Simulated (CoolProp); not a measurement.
Model: reference Helmholtz-energy equation of state, Smukala 2000, in CoolProp.

For ethylene, give the phase and the cv (kJ/(kg K)), Joule-Thomson coefficient (K/MPa) at 228.7 K and 0.101 MPa; 376.2 K and 0.101 MPa; 431.6 K and 0.101 MPa.


- 228.7 K and 0.101 MPa: gas; cv 1.03, Joule-Thomson coefficient 19.6
- 376.2 K and 0.101 MPa: gas; cv 1.51, Joule-Thomson coefficient 5.64
- 431.6 K and 0.101 MPa: gas; cv 1.70, Joule-Thomson coefficient 3.96
